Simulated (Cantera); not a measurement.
A closed system holds: 1 mol HMDSO, 0.38 mol O3, held at 1002 °C and 0.133 bar.

Equilibrium computed with Cantera from the NASA thermochemical tables; the gas is ideal and each condensed phase is pure. Candidate condensed phases: C, C6H6, C7H8, C8H18, H2O, Si, SiC, SiO2; 123 gas species. The feed counts by its element totals alone. Mutual solubility and eutectic melting of coexisting phases are not modelled. The tables hold silica as quartz up to 1696 K and as liquid above; real silica turns to tridymite and cristobalite and melts near 1996 K. Equilibrium is a limit: real reactors are often held back by kinetics, nucleation or transport.

Base state: H2 0.996, CO 0.00242, CH4 0.00123 (mole fractions); condensed: C(graphite) + SiC(s) + SiO2(β-quartz).

What changes in the equilibrium state with this change: temperature from 1002 °C to 1527 °C?


| species | before | after |
|---|---|---|
| H2 | 0.996 | 0.807 |
| CO | 0.00242 | 0.191 |
| SiO | 1.56e-6 | 0.00106 |
| CH4 | 0.00123 | 6.68e-5 |
| H | 2.02e-6 | 0.000881 |
| C2H2 (acetylene) | 3.83e-7 | 0.000142 |
| C(graphite), mol | 5.03 | 1.88 |
| SiC(s), mol | 0.941 | 1.99 |
| SiO2(β-quartz), mol | 1.06 | 0 |
